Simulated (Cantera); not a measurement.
## Oxide etching and cleaning by halides: CaO + HCl + O₂

Charge: 1 mol CaO, a varied amount of HCl, 0.9 mol O₂, held at 0.00260 bar.

Method: chemical equilibrium by Gibbs-energy minimisation in Cantera with the NASA 1993 tables (ideal gas, pure condensed phases). Candidate condensed phases: Ca, CaCl₂, CaO, Ca(OH)₂, H₂O; 21 gas species. Mutual solubility and eutectic melting of coexisting phases are not modelled. Condensed phases not in the tables: oxide chlorides. Kinetics and transport are ignored.

Q: Map the stable condensed phases over T = 1025, 1075, 1125, 1175, 1225, 1275, 1325, 1375, 1425, 1475, 1525, 1575, 1625 K and n(HCl) in mol = 1.8, 7.4, 13, 18, 24, 30, 35, 41, 46.

A: 
```
T in K \ n(HCl) in mol
         1.8 7.4  13  18  24  30  35  41  46
   1625    A   B   B   B   B   B   B   B   B
   1575    A   B   B   B   B   B   B   B   B
   1525    A   B   B   B   B   B   B   B   B
   1475    A   B   B   B   B   B   B   B   B
   1425    A   B   B   B   B   B   B   B   B
   1375    C   D   B   B   B   B   B   B   B
   1325    C   D   D   D   D   B   B   B   B
   1275    C   D   D   D   D   D   D   D   D
   1225    C   D   D   D   D   D   D   D   D
   1175    C   D   D   D   D   D   D   D   D
   1125    C   D   D   D   D   D   D   D   D
   1075    C   D   D   D   D   D   D   D   D
   1025    C   D   D   D   D   D   D   D   D
```
A: CaO; B: gas only; C: CaCl₂ + CaO; D: CaCl₂.
